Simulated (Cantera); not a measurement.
Charge: 1 mol Cr, 1.5 mol N2, 2 mol H2, 0.15 mol O2, held at 8.30 mbar.

Cantera equilibrium calculation (NASA polynomials, part measured and part estimated; ideal gas, pure solids and liquids). Candidate condensed phases: Cr, CrN, Cr2N, Cr2O3, H2O; 29 gas species. Mutual solubility and eutectic melting of coexisting phases are not modelled. The numbers say what is thermodynamically allowed, not how fast it happens.

x: gas mole fraction; n: condensed amount in mol.

```json
[
 {"T (°C)": "627", "x H2": "0.645", "x N2": "0.355", "x Cr": "<1e-12", "x H": "1.03e-9", "x H2O": "9.12e-6", "x CrO": "<1e-12", "n CrN(s)": "0.800", "n Cr2O3(s)": "0.1000", "n Cr2N(s)": "0", "n Cr(s)": "0"},
 {"T (°C)": "827", "x H2": "0.606", "x N2": "0.394", "x Cr": "2.93e-10", "x H": "2.21e-7", "x H2O": "3.91e-5", "x CrO": "<1e-12", "n CrN(s)": "0", "n Cr2O3(s)": "0.1000", "n Cr2N(s)": "0.400", "n Cr(s)": "0"},
 {"T (°C)": "1027", "x H2": "0.606", "x N2": "0.394", "x Cr": "5.55e-7", "x H": "9.45e-6", "x H2O": "0.000166", "x CrO": "2.97e-11", "n CrN(s)": "0", "n Cr2O3(s)": "0.0998", "n Cr2N(s)": "0.400", "n Cr(s)": "0"},
 {"T (°C)": "1227", "x H2": "0.571", "x N2": "0.429", "x Cr": "?", "x H": "?", "x H2O": "?", "x CrO": "?", "n CrN(s)": "0", "n Cr2O3(s)": "0.0992", "n Cr2N(s)": "0", "n Cr(s)": "0.801"},
 {"T (°C)": "1427", "x H2": "0.567", "x N2": "0.427", "x Cr": "?", "x H": "?", "x H2O": "?", "x CrO": "?", "n CrN(s)": "0", "n Cr2O3(s)": "0.0974", "n Cr2N(s)": "0", "n Cr(s)": "0.796"},
 {"T (°C)": "1627", "x H2": "0.537", "x N2": "0.409", "x Cr": "0.0421", "x H": "0.00638", "x H2O": "0.00538", "x CrO": "0.000253", "n CrN(s)": "0", "n Cr2O3(s)": "0.0931", "n Cr2N(s)": "0", "n Cr(s)": "0.658"},
 {"T (°C)": "1827", "x H2": "0.427", "x N2": "0.340", "x Cr": "0.190", "x H": "0.0224", "x H2O": "0.0150", "x CrO": "0.00500", "n CrN(s)": "0", "n Cr2O3(s)": "0.0704", "n Cr2N(s)": "0", "n Cr(s)": "0"},
 {"T (°C)": "2027", "x H2": "0.356", "x N2": "0.322", "x Cr": "0.194", "x H": "0.0634", "x H2O": "0.0413", "x CrO": "0.0203", "n CrN(s)": "0", "n Cr2O3(s)": "0", "n Cr2N(s)": "0", "n Cr(s)": "0"}
]
```

### Question
Some entries are withheld; supply them.

### Answer

- 1227, x Cr: 6.78e-5
- 1227, x H: 0.000146
- 1227, x H2O: 0.000708
- 1227, x CrO: 2.63e-8
- 1427, x Cr: 0.00251
- 1427, x H: 0.00122
- 1427, x H2O: 0.00226
- 1427, x CrO: 4.51e-6
